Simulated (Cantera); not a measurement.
Input: 1 mol Al, a varied amount of Cl2, held at 848 K and 1.33 mbar.

Cantera equilibrium calculation (NASA polynomials, part measured and part estimated; ideal gas, pure solids and liquids). Candidate condensed phases: Al, AlCl3; 8 gas species. Kinetics and transport are ignored.

Question: Which condensed phases are stable at each of these points (n(Cl2) (mol)): 0.71, 0.81, 0.92, 1, 1.2, 1.3, 1.5, 1.7, 2, 2.2, 2.5, 2.9, 3.3?

Answer: 
```json
[
 {"n(Cl2) (mol)": "0.71", "condensed phases": "Al(s)", "Al condensed (%)": "51.8"},
 {"n(Cl2) (mol)": "0.81", "condensed phases": "Al(s)", "Al condensed (%)": "45.0"},
 {"n(Cl2) (mol)": "0.92", "condensed phases": "Al(s)", "Al condensed (%)": "37.6"},
 {"n(Cl2) (mol)": "1", "condensed phases": "Al(s)", "Al condensed (%)": "32.1"},
 {"n(Cl2) (mol)": "1.2", "condensed phases": "Al(s)", "Al condensed (%)": "18.5"},
 {"n(Cl2) (mol)": "1.3", "condensed phases": "Al(s)", "Al condensed (%)": "11.8"},
 {"n(Cl2) (mol)": "1.5", "condensed phases": "gas only", "Al condensed (%)": "0.0"},
 {"n(Cl2) (mol)": "1.7", "condensed phases": "gas only", "Al condensed (%)": "0.0"},
 {"n(Cl2) (mol)": "2", "condensed phases": "gas only", "Al condensed (%)": "0.0"},
 {"n(Cl2) (mol)": "2.2", "condensed phases": "gas only", "Al condensed (%)": "0.0"},
 {"n(Cl2) (mol)": "2.5", "condensed phases": "gas only", "Al condensed (%)": "0.0"},
 {"n(Cl2) (mol)": "2.9", "condensed phases": "gas only", "Al condensed (%)": "0.0"},
 {"n(Cl2) (mol)": "3.3", "condensed phases": "gas only", "Al condensed (%)": "0.0"}
]
```

From 0.71 mol Cl2 to 1.3 mol Cl2 the condensed part is Al(s). From 1.5 mol Cl2 to 3.3 mol Cl2 nothing is condensed.
